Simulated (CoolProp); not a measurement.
Values from CoolProp's reference Helmholtz-energy equation of state, Smukala 2000.

### Question
For ethylene, give the phase and the density (kg/m³), cp (kJ/(kg K)), cv (kJ/(kg K)), isothermal compressibility (1/MPa) at 271.8 K and 3.01 MPa; 382.9 K and 3.01 MPa; 401.4 K and 3.01 MPa.

### Answer
- 271.8 K and 3.01 MPa: gas; density 52.5, cp 2.51, cv 1.34, isothermal compressibility 0.522
- 382.9 K and 3.01 MPa: gas; density 28.7, cp 2.00, cv 1.56, isothermal compressibility 0.360
- 401.4 K and 3.01 MPa: gas; density 27.0, cp 2.04, cv 1.62, isothermal compressibility 0.355
